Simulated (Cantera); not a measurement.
Predominance diagram of Ca at 1125 K against the partial pressures of O₂ and Br₂ (log10, bar). Source: NASA polynomial tables (part measured, part estimated), evaluated in Cantera. Candidates: Ca(l), CaBr₂(l), CaO(s). Only these pure phases compete in this equilibrium. Not in the tables: oxide halides.

```
log p(Br₂) \ log p(O₂)
        columns: -23, -21.8, -20.6, -19.4, -18.2, -16.9, -15.7, -14.5, -13.3, -12.1, -10.9, -9.7, -8.5, -7.3, -6.1, -4.8, -3.6, -2.4, -1.2, 0
      0  A A A A A A A A A A A A A A A A A A A A
   -1.9  A A A A A A A A A A A A A A A A A A A B
   -3.8  A A A A A A A A A A A A A A A A B B B B
   -5.7  A A A A A A A A A A A A B B B B B B B B
   -7.6  A A A A A A A A A B B B B B B B B B B B
   -9.5  A A A A A A B B B B B B B B B B B B B B
  -11.5  A A A B B B B B B B B B B B B B B B B B
  -13.4  B B B B B B B B B B B B B B B B B B B B
  -15.3  B B B B B B B B B B B B B B B B B B B B
  -17.2  B B B B B B B B B B B B B B B B B B B B
  -19.1  B B B B B B B B B B B B B B B B B B B B
    -21  B B B B B B B B B B B B B B B B B B B B
```

A: CaBr₂(l); B: CaO(s).
